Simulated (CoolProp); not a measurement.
A single-stage vapour-compression cycle with the fluid: evaporating at 301.15 K (dew point), condensing at 324.15 K (bubble point), superheat 8 K, subcooling 0 K, compressor efficiency 0.9, no pressure losses. The same conditions are run with several fluids, on thermodynamics alone (safety and materials aside).

Computed with CoolProp (reference Helmholtz-energy equation of state of each fluid (n-perfluorohexane: Gao 2022; R114: Platzer 1990; R245ca: Zhou 2016; R152A: Outcalt 1996; methanol: de Reuck 1993; trans-2-butene: Lemmon 2005)). The equations of Platzer and Polt are older, rougher fits.

### Question
Rank n-perfluorohexane, R114, R245ca, R152A, methanol, trans-2-butene by cooling COP, highest first.

### Answer
methanol (10.9), R245ca (10.8), trans-2-butene (10.7), R114 (10.5), R152A (10.3), n-perfluorohexane (10.2)

```json
[
 {"fluid": "n-perfluorohexane", "pressure ratio": "2.45", "discharge temperature (K)": "324.2", "refrigerating effect (kJ/kg)": "74.4", "volumetric capacity (kJ/m³)": "336"},
 {"fluid": "R114", "pressure ratio": "1.95", "discharge temperature (K)": "327.5", "refrigerating effect (kJ/kg)": "109", "volumetric capacity (kJ/m³)": "1840"},
 {"fluid": "R245ca", "pressure ratio": "2.21", "discharge temperature (K)": "329.4", "refrigerating effect (kJ/kg)": "178", "volumetric capacity (kJ/m³)": "1080"},
 {"fluid": "R152A", "pressure ratio": "1.85", "discharge temperature (K)": "339.4", "refrigerating effect (kJ/kg)": "243", "volumetric capacity (kJ/m³)": "4680"},
 {"fluid": "methanol", "pressure ratio": "2.93", "discharge temperature (K)": "376.2", "refrigerating effect (kJ/kg)": "1130", "volumetric capacity (kJ/m³)": "282"},
 {"fluid": "trans-2-butene", "pressure ratio": "1.93", "discharge temperature (K)": "332.7", "refrigerating effect (kJ/kg)": "336", "volumetric capacity (kJ/m³)": "2030"}
]
```

The compression ends wet for: n-perfluorohexane.
